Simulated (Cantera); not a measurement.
A freely propagating, adiabatic, planar premixed flame of H₂ : O₂ : N₂ = 1 : 0.417 : 1.57 (molar parts), equivalence ratio 1.2, unburnt at 350 K and 75.0 Torr; mixture-averaged transport, grid criteria slope 0.08 and curve 0.16, no radiation.

Computed with Cantera and the H2/O2 subset of GRI-Mech 3.0, which has no nitrogen chemistry. Burning velocities carry a grid error of a few per cent, more on coarse grids.

Task: What does this change do: H2 1 to 0.79 parts?

Result: 
| quantity | before | after |
|---|---|---|
| laminar burning velocity | 264 cm/s | 229 cm/s |
| thermal thickness | 8.03 mm | 8.07 mm |
| peak x(HO₂) | 0.000100 | 0.000102 |
| peak x(H) | 0.0969 | 0.0728 |
| peak x(H₂O₂) | 2.51e-5 | 2.56e-5 |

Task: What does this change do: H2 1 to 0.76 parts?

Result: 
| quantity | before | after |
|---|---|---|
| laminar burning velocity | 264 cm/s | 222 cm/s |
| thermal thickness | 8.03 mm | 8.02 mm |
| peak x(HO₂) | 0.000100 | 0.000102 |
| peak x(H) | 0.0969 | 0.0688 |
| peak x(H₂O₂) | 2.51e-5 | 2.55e-5 |
